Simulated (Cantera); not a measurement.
SiO2 + CO (carbothermic reduction)

A closed system holds: 1 mol SiO2, 18 mol CO, held at 1.00 bar.

Method: chemical equilibrium by Gibbs-energy minimisation in Cantera with the NASA 1993 tables (ideal gas, pure condensed phases). Candidate condensed phases: C, Si, SiC, SiO2; 20 gas species. The tables hold silica as quartz up to 1696 K and as liquid above; real silica turns to tridymite and cristobalite and melts near 1996 K. The numbers say what is thermodynamically allowed, not how fast it happens.

```json
[
 {"T (°C)": "1277", "x CO": "1.000", "x CO2": "0.000433", "x SiO": "5.73e-6", "x SiO2": "9.85e-12", "n C(graphite)": "0.00768", "n SiO2(β-quartz)": "1.000", "n SiO2(condensed)": "0"},
 {"T (°C)": "1302", "x CO": "1.000", "x CO2": "0.000354", "x SiO": "1.31e-5", "x SiO2": "2.04e-11", "n C(graphite)": "0.00612", "n SiO2(β-quartz)": "1.000", "n SiO2(condensed)": "0"},
 {"T (°C)": "1327", "x CO": "1.000", "x CO2": "0.000291", "x SiO": "2.94e-5", "x SiO2": "4.12e-11", "n C(graphite)": "0.00470", "n SiO2(β-quartz)": "0.999", "n SiO2(condensed)": "0"},
 {"T (°C)": "1352", "x CO": "1.000", "x CO2": "0.000240", "x SiO": "6.39e-5", "x SiO2": "8.16e-11", "n C(graphite)": "0.00318", "n SiO2(β-quartz)": "0.999", "n SiO2(condensed)": "0"},
 {"T (°C)": "1377", "x CO": "1.000", "x CO2": "0.000200", "x SiO": "0.000136", "x SiO2": "1.58e-10", "n C(graphite)": "0", "n SiO2(β-quartz)": "0.998", "n SiO2(condensed)": "0"},
 {"T (°C)": "1402", "x CO": "1.000", "x CO2": "0.000217", "x SiO": "0.000217", "x SiO2": "3.00e-10", "n C(graphite)": "0", "n SiO2(β-quartz)": "0.996", "n SiO2(condensed)": "0"},
 {"T (°C)": "1427", "x CO": "0.999", "x CO2": "0.000284", "x SiO": "0.000284", "x SiO2": "5.58e-10", "n C(graphite)": "0", "n SiO2(β-quartz)": "0", "n SiO2(condensed)": "0.995"},
 {"T (°C)": "1452", "x CO": "0.999", "x CO2": "0.000367", "x SiO": "0.000367", "x SiO2": "1.01e-9", "n C(graphite)": "0", "n SiO2(β-quartz)": "0", "n SiO2(condensed)": "0.993"},
 {"T (°C)": "1477", "x CO": "0.999", "x CO2": "0.000471", "x SiO": "0.000471", "x SiO2": "1.80e-9", "n C(graphite)": "0", "n SiO2(β-quartz)": "0", "n SiO2(condensed)": "0.992"},
 {"T (°C)": "1502", "x CO": "0.999", "x CO2": "0.000599", "x SiO": "0.000599", "x SiO2": "3.16e-9", "n C(graphite)": "0", "n SiO2(β-quartz)": "0", "n SiO2(condensed)": "0.989"}
]
```
x: gas mole fraction; n: condensed amount in mol.

From 1277 °C to 1352 °C the condensed part is C(graphite) + SiO2(β-quartz). From 1377 °C to 1402 °C the condensed part is SiO2(β-quartz). From 1427 °C to 1502 °C the condensed part is SiO2(condensed). The main Si-bearing gas is SiO throughout.
